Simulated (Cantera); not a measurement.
Input: 1 mol SiCl4, 0.19 mol N2O, 47 mol H2, at 1923.15 K and 3.23 Torr.

Method: chemical equilibrium by Gibbs-energy minimisation in Cantera with the NASA 1993 tables (ideal gas, pure condensed phases). Candidate condensed phases: H2O, NH4Cl, Si, SiO2, Si2N2O, Si3N4; 47 gas species. The tables' values for SiCl, SiCl3 are old estimates; treat these amounts as uncertain. Gases not in the tables: Si2H6 and higher silanes. The numbers say what is thermodynamically allowed, not how fast it happens.

Base state: H2 0.904, HCl 0.0587, H 0.0137, SiCl2 0.01000, Si 0.00395, SiO 0.00380, N2 0.00380, SiCl 0.000698 (mole fractions); condensed: Si(l).

### Question
What changes in the equilibrium state with this change: pressure from 3.23 Torr to 135 Torr?

### Answer
```json
[
 {"species": "H2", "before": "0.904", "after": "0.920"},
 {"species": "HCl", "before": "0.0587", "after": "0.0599"},
 {"species": "SiCl2", "before": "0.01000", "after": "0.0103"},
 {"species": "H", "before": "0.0137", "after": "0.00213"},
 {"species": "Si", "before": "0.00395", "after": "9.44e-5"},
 {"species": "Si2", "before": "3.38e-5", "after": "8.07e-7"},
 {"species": "SiCl3", "before": "1.23e-5", "after": "8.28e-5"},
 {"species": "SiH", "before": "0.000202", "after": "3.14e-5"},
 {"species": "Cl", "before": "0.000667", "after": "0.000104"},
 {"species": "SiCl", "before": "0.000698", "after": "0.000109"},
 {"species": "Si(l), mol", "before": "0.0589", "after": "0.283"}
]
```
